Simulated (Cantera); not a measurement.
Cantera run:

```python
import numpy as np
import cantera as ct

gas_names = [...]  # 151 gases of nasa_gas.yaml made of C, H, N, O, Si
cond_names = """
    C(gr) C6H6(L) C7H8(L) C8H18(L),n-octa H2O(s) H2O(L) Si(cr) Si(L) SiC(b) SiO2(Lqz) SiO2(hqz) SiO2(L)
    Si2N2O(s) Si3N4(a)
""".split()


# ... load() reads the species with a 1 bar reference pressure and builds the phases ...
atoms = {
    'SiC': {'Si': 1, 'C': 1},
    'H2O': {'H': 2, 'O': 1},
    'N2': {'N': 2},
}
top_T = {'C(gr)': 4500, 'SiC(b)': 3050, 'Si2N2O(s)': 2100, 'Si3N4(a)': 2400}  # K; cautious upper limits of use, not melting points


# ... equilibrate(T, P, feed) seeds the gas with the atoms and calls Mixture.equilibrate('TP', solver="vcs", rtol=1e-11, max_steps=5000) ...
results = []
T = 1100  # K
P = 950  # Pa
for m in [35, 45, 57, 74, 95, 120, 160, 200, 260]:
    feed = {'SiC': 1, 'H2O': 1.1, 'N2': m}  # mol
    mix = equilibrate(T, P, feed)
    results.append((T, P, feed, dict(zip(mix.species_names, mix.species_moles))))
    x = sorted(zip(gas.X, gas.species_names), reverse=True)
    print(f"T = {T:g} K  P = {P:g} Pa  n(N2) = {m:g} mol  gas = {mix.phase_moles(0):.4g} mol")
    print("   x: " + "  ".join(f"{s} {v:.3e}" for v, s in x if v > 0.001))
    print("   condensed (mol): " + ("  ".join(f"{mix.phase(i).name} {mix.phase_moles(i):.4g}"
          for i in range(1, mix.n_phases) if mix.phase_moles(i) > 1e-12) or "none"))
```

It prints:

```
T = 1100 K  P = 950 Pa  n(N2) = 35 mol  gas = 36.2 mol
   x: N2 9.530e-01  H2 3.038e-02  CO 1.657e-02
   condensed (mol): C(gr) 0.3999  Si2N2O(s) 0.5
T = 1100 K  P = 950 Pa  n(N2) = 45 mol  gas = 46.2 mol
   x: N2 9.632e-01  H2 2.381e-02  CO 1.299e-02
   condensed (mol): C(gr) 0.3999  Si2N2O(s) 0.5
T = 1100 K  P = 950 Pa  n(N2) = 57 mol  gas = 58.2 mol
   x: N2 9.708e-01  H2 1.890e-02  CO 1.031e-02
   condensed (mol): C(gr) 0.3998  Si2N2O(s) 0.5
T = 1100 K  P = 950 Pa  n(N2) = 74 mol  gas = 75.2 mol
   x: N2 9.774e-01  H2 1.463e-02  CO 7.979e-03
   condensed (mol): C(gr) 0.3998  Si2N2O(s) 0.5
T = 1100 K  P = 950 Pa  n(N2) = 95 mol  gas = 96.2 mol
   x: N2 9.823e-01  H2 1.143e-02  CO 6.237e-03
   condensed (mol): C(gr) 0.3998  Si2N2O(s) 0.5
T = 1100 K  P = 950 Pa  n(N2) = 120 mol  gas = 121.2 mol
   x: N2 9.860e-01  H2 9.075e-03  CO 4.950e-03
   condensed (mol): C(gr) 0.3997  Si2N2O(s) 0.5
T = 1100 K  P = 950 Pa  n(N2) = 160 mol  gas = 161.2 mol
   x: N2 9.895e-01  H2 6.823e-03  CO 3.722e-03
   condensed (mol): C(gr) 0.3997  Si2N2O(s) 0.5
T = 1100 K  P = 950 Pa  n(N2) = 200 mol  gas = 201.2 mol
   x: N2 9.915e-01  H2 5.466e-03  CO 2.982e-03
   condensed (mol): C(gr) 0.3997  Si2N2O(s) 0.5
T = 1100 K  P = 950 Pa  n(N2) = 260 mol  gas = 261.2 mol
   x: N2 9.935e-01  H2 4.211e-03  CO 2.297e-03
   condensed (mol): C(gr) 0.3996  Si2N2O(s) 0.5
```

Cantera equilibrium calculation (NASA polynomials, part measured and part estimated; ideal gas, pure solids and liquids). N2 is the only nitrogen source here; it is nearly inert below about 1500 K, so the nitride shown seldom forms there in practice.
